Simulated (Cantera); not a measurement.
## Equilibrium for carbon deposition, reforming and gasification: C2H2 + NH3 + N2

Input: 1 mol C2H2, 1.7 mol NH3, 7.8 mol N2, equilibrated at 4350 Torr.

Cantera equilibrium calculation (NASA polynomials, part measured and part estimated; ideal gas, pure solids and liquids). Candidate condensed phases: C, C6H6, C7H8, C8H18; 92 gas species. Equilibrium is a limit: real reactors are often held back by kinetics, nucleation or transport.

```
T (°C)  log p N2  log p H2  log p CH4  log p NH3  log p HCN  n C(graphite)
------  --------  --------  ---------  ---------  ---------  -------------
425         0.67     -0.52      -0.09      -2.46      -8.23          0.508
475         0.66     -0.33      -0.15      -2.45      -7.47          0.664
525         0.66     -0.18      -0.22      -2.46      -6.81          0.856
575         0.65     -0.06      -0.32      -2.49      -6.24           1.07
625         0.64      0.03      -0.44      -2.55      -5.74           1.28
675         0.63      0.09      -0.58      -2.62      -5.30           1.47
725         0.63      0.14      -0.74      -2.71      -4.92           1.63
775         0.62      0.17      -0.90      -2.80      -4.57           1.74
825         0.62      0.19      -1.06      -2.90      -4.26           1.82
875         0.62      0.20      -1.22      -3.00      -3.98           1.88
925         0.62      0.21      -1.38      -3.09      -3.72           1.91
975         0.62      0.21      -1.53      -3.18      -3.49           1.94
```
log p: log10 of the partial pressure in bar; n: condensed amount in mol.

From 425 °C to 975 °C the condensed part is C(graphite). The main C-bearing gas is CH4 throughout. The share of C in condensed phases is highest at 975 °C (96.8 %) and lowest at 425 °C (25.4 %).
